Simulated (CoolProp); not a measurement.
A single-stage vapour-compression cycle with R365MFC: evaporating at 311.15 K (dew point), condensing at 375.15 K (bubble point), superheat 10 K, subcooling 5 K, compressor efficiency 0.75, no pressure losses. Each further row changes one setting.

Computed with CoolProp (reference Helmholtz-energy equation of state, Lemmon 2016).

| case | cooling COP | pressure ratio | discharge temperature (K) | refrigerating effect (kJ/kg) | volumetric capacity (kJ/m³) |
|---|---|---|---|---|---|
| as stated | 2.61 | 6.58 | 375.1 | 113 | 608 |
| evaporating temperature 316.15 K | 2.98 | 5.50 | 375.1 | 117 | 750 |
| condensing temperature 370.15 K | 2.96 | 5.83 | 370.2 | 120 | 649 |
| subcooling 10 K | 2.79 | 6.58 | 375.1 | 120 | 649 |
| superheat 20 K | 2.72 | 6.58 | 381.4 | 123 | 642 |
| compressor efficiency 0.65 | 2.26 | 6.58 | 376.7 | 113 | 608 |

The compression ends wet for: as stated; evaporating temperature 316.15 K; condensing temperature 370.15 K; subcooling 10 K.
